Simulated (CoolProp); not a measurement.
Vapour-liquid equilibrium of R22 (1) + R134a (2) at 65.25 °C; x and y are mole fractions of (1).

Computed with CoolProp (multi-fluid Helmholtz-energy mixture model, Kamei 1995 and Tillner-Roth 1994; pair parameters Bell 2016).

```tsv
x	bubble pressure (bar)	y at the bubble point	dew pressure at overall composition x (bar)	liquid density (mol/L)
0.05	19.51	0.065	19.39	10.09
0.125	20.23	0.157	?	10.17
0.2	20.93	0.243	20.58	10.26
0.275	21.61	0.325	21.19	10.35
0.35	22.26	0.404	21.81	10.44
0.425	22.90	0.479	22.44	10.55
0.5	23.51	0.552	23.07	10.65
0.575	?	0.623	23.71	?
0.65	?	?	24.34	10.89
0.725	25.25	0.759	24.96	11.02
0.8	25.79	0.826	25.58	11.16
0.875	?	0.892	26.18	11.30
0.95	26.82	0.957	26.77	11.46
```

Problem. Some entries are withheld; supply them.

Solution. 
- 0.125, dew pressure at overall composition x (bar): 19.98
- 0.575, bubble pressure (bar): 24.11
- 0.575, liquid density (mol/L): 10.77
- 0.65, bubble pressure (bar): 24.68
- 0.65, y at the bubble point: 0.692
- 0.875, bubble pressure (bar): 26.31

No azeotrope shows between x = 0.05 and 0.95.

The pair parameters rest on a limited set of measurements; away from them the model extrapolates.
